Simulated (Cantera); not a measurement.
A closed system holds: 1 mol Fe(CO)₅, 0.86 mol O₂, 4.5 mol H₂, at 1648 K and 12000 Pa.

Equilibrium computed with Cantera from the NASA thermochemical tables; the gas is ideal and each condensed phase is pure. Candidate condensed phases: C, C₆H₆, C₇H₈, C₈H₁₈, Fe, Fe(CO)₅, FeO, Fe(OH)₂, Fe(OH)₃, Fe₂O₃, Fe₃O₄, H₂O; 114 gas species. Rates play no part.

Base state: CO 0.472, H₂ 0.347, H₂O 0.127, CO₂ 0.0540, H 0.000151, Fe 2.17e-5 (mole fractions); condensed: Fe(γ).

Question: What changes in the equilibrium state with this change: H₂ from 4.5 to 0.83 mol?

Answer: 
```csv
species,before,after
CO,0.472,0.747
CO₂,0.0540,0.111
H₂,0.347,0.0965
H₂O,0.127,0.0459
Fe,2.17e-5,2.17e-5
H,0.000151,7.98e-5
"Fe(γ), mol",1.000,0.193
"FeO(s), mol",0,0.807
```
Mutual solubility and eutectic melting of coexisting phases are not modelled. The tables' stoichiometric FeO is somewhat more stable than real wüstite, so its field is too wide. FeO: taken at fixed stoichiometry.
